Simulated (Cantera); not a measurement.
Cantera with NASA thermochemical tables; ideal gases at 1 bar, condensed phases pure. Values are per mole of reaction as written; species without (g) are pure solids or liquids, kept so even where they would boil at 1 bar.

2 Na(g) + H₂S(g) → H₂(g) + Na₂S

```tsv
T (K)	ΔH° (kJ)	ΔS° (J/K)	ΔG° (kJ)	log10 K
1525	…	…	…	…
1625	…	…	…	…
1725	-470.9	-194.7	-135.0	4.09
1825	-467.8	-193.0	-115.6	3.31
1925	…	…	…	…
2025	-461.8	-189.9	-77.3	1.99
2125	…	…	…	…
```

**Question.** Some entries are withheld; supply them.

**Answer.** 
- 1525, ΔH° (kJ): -477.1
- 1525, ΔS° (J/K): -198.5
- 1525, ΔG° (kJ): -174.3
- 1525, log10 K: 5.97
- 1625, ΔH° (kJ): -474.0
- 1625, ΔS° (J/K): -196.6
- 1625, ΔG° (kJ): -154.5
- 1625, log10 K: 4.97
- 1925, ΔH° (kJ): -464.8
- 1925, ΔS° (J/K): -191.4
- 1925, ΔG° (kJ): -96.4
- 1925, log10 K: 2.61
- 2125, ΔH° (kJ): -458.8
- 2125, ΔS° (J/K): -188.5
- 2125, ΔG° (kJ): -58.4
- 2125, log10 K: 1.43
